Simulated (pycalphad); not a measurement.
CALPHAD calculation (pycalphad, COST 507 light-alloy database (1999)), 1 atm. The database dates from 1999; later assessments differ in places, in temperatures and in the compounds included. Phase fractions are per mole of atoms.

Give the equilibrium state of Mn-4.95Si-79.1Al (at.%) at 677 °C.


```
T = 950.00 K, P = 101325 Pa, N = 1 mol of atoms
G = -52361 J/mol, H = 3516 J/mol, S = 58.82 J/(mol K)  (SER reference)
chemical potentials (J/mol): Mn -116470, Si -55697, Al -39225
phase             fraction      x(Mn)      x(Si)      x(Al)
ALMNSI_BETA         0.5233     0.2308     0.0574     0.7118
LIQUID              0.2758     0.0138     0.0101     0.9761
ALMNSI_ALPHA        0.2009     0.1739     0.0829     0.7432
```

Give the equilibrium state of Mn-4.95Si-79.1Al (at.%) at 577 °C.


```
T = 850.00 K, P = 101325 Pa, N = 1 mol of atoms
G = -47204 J/mol, H = -5647 J/mol, S = 48.89 J/(mol K)  (SER reference)
chemical potentials (J/mol): Mn -116098, Si -52277, Al -32994
phase             fraction      x(Mn)      x(Si)      x(Al)
ALMNSI_ALPHA        0.7361     0.1739     0.0672     0.7589
AL6MN               0.2195     0.1429       none     0.8571
FCC_A1              0.0445     0.0031   0.000267     0.9966
```

Database names, with the compositions (at.%) that they take in these runs: ALMNSI_BETA: Al 70 Mn 23 Si 6; ALMNSI_ALPHA: Al 74-77 Mn 17 Si 5-8; AL6MN: Al 86 Mn 14. FCC_A1 is fcc. An entry "none" or "no" means that the model of the phase leaves that element out.
